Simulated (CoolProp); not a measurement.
Vapour-liquid equilibrium of carbon dioxide (1) + n-perfluorobutane (2) at 248 K; x and y are mole fractions of (1).

Model: multi-fluid Helmholtz-energy mixture model, Span 1996 and Gao 2022; pair parameters Bell 2016, in CoolProp.

| x | bubble pressure, mixture model (kPa) | bubble pressure, Raoult's law (kPa) | y, mixture model | y, Raoult's law |
|---|---|---|---|---|
| 0.05 | 146.6 | 117.8 | 0.757 | 0.711 |
| 0.15 | 400.7 | 281.7 | ? | 0.892 |
| 0.25 | ? | 445.6 | 0.947 | 0.940 |
| 0.35 | 845.1 | 609.5 | ? | 0.962 |
| 0.45 | 989.9 | 773.3 | 0.967 | 0.974 |
| 0.55 | ? | 937.2 | 0.972 | 0.983 |
| 0.65 | 1190 | 1101 | ? | 0.989 |
| 0.75 | 1292 | 1265 | ? | 0.993 |
| 0.85 | 1419 | 1429 | ? | 0.996 |
| 0.95 | 1581 | 1593 | 0.995 | 0.999 |

Task: Some entries are withheld; supply them.

Result: 
- 0.15, y, mixture model: 0.913
- 0.25, bubble pressure, mixture model (kPa): 646.5
- 0.35, y, mixture model: 0.960
- 0.55, bubble pressure, mixture model (kPa): 1097
- 0.65, y, mixture model: 0.976
- 0.75, y, mixture model: 0.980
- 0.85, y, mixture model: 0.987

The largest gap from Raoult's law is +45.1 % in bubble pressure, at x = 0.25. No azeotrope shows between x = 0.05 and 0.95.

Pair parameters are fitted to limited data, so mixtures are less certain than the pure fluids. The gap from Raoult's law changes sign with composition, which may be real or a fault of the pair parameters; it wasn't checked against measurements.
